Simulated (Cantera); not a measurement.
Equilibrium for iron carbonyl, mercury and lead vapours: PbO + H2

Input: 1 mol PbO, a varied amount of H2, equilibrated at 552 °C and 8.30 bar.

Cantera equilibrium calculation (NASA polynomials, part measured and part estimated; ideal gas, pure solids and liquids). Candidate condensed phases: H2O, Pb, PbO, PbO2, Pb3O4; 12 gas species. Rates play no part.

| n(H2) (mol) | log p H2O | log p H2 | log p Pb | n Pb(l) | n PbO(yellow) |
|---|---|---|---|---|---|
| 0.18 | 0.92 | -3.23 | -6.84 | 0.180 | 0.820 |
| 0.29 | 0.92 | -3.23 | -6.84 | 0.290 | 0.710 |
| 0.48 | 0.92 | -3.23 | -6.84 | 0.480 | 0.520 |
| 0.79 | 0.92 | -3.23 | -6.84 | 0.790 | 0.210 |
| 1.3 | 0.81 | 0.28 | -6.84 | 1.00 | 0 |
| 2.1 | 0.60 | 0.64 | -6.84 | 1.00 | 0 |
| 3.5 | 0.38 | 0.77 | -6.84 | 1.00 | 0 |
| 5.8 | 0.16 | 0.84 | -6.84 | 1.00 | 0 |
| 9.5 | -0.06 | 0.87 | -6.84 | 1.00 | 0 |
| 16 | -0.29 | 0.89 | -6.84 | 1.00 | 0 |
log p: log10 of the partial pressure in bar; n: condensed amount in mol.

From 0.18 mol H2 to 0.79 mol H2 the condensed part is Pb(l) + PbO(yellow). From 1.3 mol H2 to 16 mol H2 the condensed part is Pb(l). The main Pb-bearing gas is Pb throughout.
